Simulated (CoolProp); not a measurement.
Properties of the fluoroketone C6F12O (FK-5-1-12) at several states (Tc = 441.8 K, pc = 1869 kPa, ω = 0.471).

The numbers come from the reference Helmholtz-energy equation of state, McLinden 2015 in CoolProp.

```csv
T (K),p (kPa),phase,Z,cp (kJ/(kg K)),cv (kJ/(kg K)),speed of sound (m/s),isothermal compressibility (1/MPa),expansivity (1/kK)
180.5,865,liquid,0.09444,1.143,0.9134,895.9,0.0008084,1.409
282,935,liquid,0.07622,1.093,0.8789,561.6,0.002383,1.728
306.7,31.9,gas,0.9765,0.8738,0.8438,89.23,32.12,3.567
206.1,1830,liquid,0.1813,1.111,0.8894,812.9,0.001016,1.427
```
